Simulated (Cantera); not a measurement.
Cantera run, input and output.

```python
import numpy as np
import cantera as ct

gas = ct.Solution("gri30.yaml")
gas.TPX = 1673, 170000, {'C2H6': 1, 'N2': 2.8}
inlet = ct.Reservoir(gas, clone=True)

reactor = ct.IdealGasConstPressureReactor(gas, energy="off", clone=False)
exhaust = ct.Reservoir(gas, clone=True)
tau = [24, 7.2, 2.2, 0.68, 0.21, 0.064, 0.02, 0.006, 0.0018][0]
for a, b in ((inlet, reactor), (reactor, exhaust)):
    ct.MassFlowController(a, b, mdot=lambda t: reactor.mass / tau)
net = ct.ReactorNet([reactor])
show = ['C2H6', 'H', 'H2', 'C2H4', 'CH2', 'CH4']

rows = []
print(f"{'tau/s':>10s}{'T/K':>9s}" + "".join(f"{s:>11s}" for s in show))
for tau in [24, 7.2, 2.2, 0.68, 0.21, 0.064, 0.02, 0.006, 0.0018]:
    net.initial_time = 0.0
    net.advance(30 * tau)
    before = gas.X
    net.advance(40 * tau)
    drift = np.max(np.abs(gas.X - before) / (gas.X + 1e-9))
    rows.append([gas.T, *gas[show].X, drift])
    print(f"{tau:10.3e}{gas.T:9.1f}" + "".join(f"{x:11.3e}" for x in gas[show].X))
```

It prints:

```
     tau/s      T/K       C2H6          H         H2       C2H4        CH2        CH4
 2.400e+01   1673.0  8.180e-06  4.973e-05  3.180e-01  5.226e-03  1.005e-08  2.016e-02
 7.200e+00   1673.0  9.691e-06  4.991e-05  3.166e-01  5.202e-03  1.080e-08  2.137e-02
 2.200e+00   1673.0  1.454e-05  5.042e-05  3.128e-01  5.142e-03  1.296e-08  2.466e-02
 6.800e-01   1673.0  2.963e-05  5.176e-05  3.046e-01  5.042e-03  1.843e-08  3.184e-02
 2.100e-01   1673.0  7.476e-05  5.516e-05  2.911e-01  5.014e-03  3.081e-08  4.345e-02
 6.400e-02   1673.0  2.018e-04  6.341e-05  2.754e-01  5.433e-03  5.805e-08  5.657e-02
 2.000e-02   1673.0  5.172e-04  7.989e-05  2.626e-01  6.941e-03  1.159e-07  6.634e-02
 6.000e-03   1673.0  1.323e-03  1.079e-04  2.510e-01  1.082e-02  2.467e-07  7.302e-02
 1.800e-03   1673.0  3.394e-03  1.449e-04  2.353e-01  1.941e-02  5.301e-07  7.908e-02
```

Computed with Cantera and GRI-Mech 3.0 (53 species, 325 reactions). GRI-Mech 3.0 stops at C3 and has no aromatics, soot or wall deposition, so with more carbon than oxygen in the feed, carbon stays in small species such as C2H2 where larger ones or solid carbon would form.
